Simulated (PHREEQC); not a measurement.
A solution holds 3.9 mmol/kgw HCl, 64 mmol/kgw MnSO4 and 0.38 mmol/kgw MgSO4, at 18 °C and 10 atm. Closed to the air; pH follows from the charge balance.

Computed with PHREEQC (ion-association model, phreeqc.dat).

Each row changes one thing in this solution. No solid was allowed to form.

```csv
case,pH,ionic strength (mol/kgw),SO4-2 (mol/kgw),Cl- (mol/kgw),HSO4- (mol/kgw)
as made,2.82,0.157,0.0374,0.00370,0.00201
temperature from 18 to 35 °C,2.88,0.142,0.0336,0.00371,0.00228
MgSO4 replaced by CdSO4 at the same molality,2.82,0.157,0.0373,0.00368,0.00201
MnSO4 left out,2.45,0.00523,0.000298,0.00390,7.06e-5
MgSO4 replaced by Na2SO4 at the same molality,2.82,0.157,0.0375,0.00370,0.00202
HCl from 0.0039 to 0.00429 mol/kgw,2.77,0.157,0.0373,0.00407,0.00221
HCl from 0.0039 to 0.0078 mol/kgw,2.51,0.160,0.0362,0.00739,0.00395
temperature from 18 to 65 °C,3.05,0.122,0.0281,0.00374,0.00279
temperature from 18 to 85 °C,3.20,0.112,0.0254,0.00375,0.00311
```

Complexes and solids missing from the database can't appear. Constants without temperature data keep their 25 °C values here.
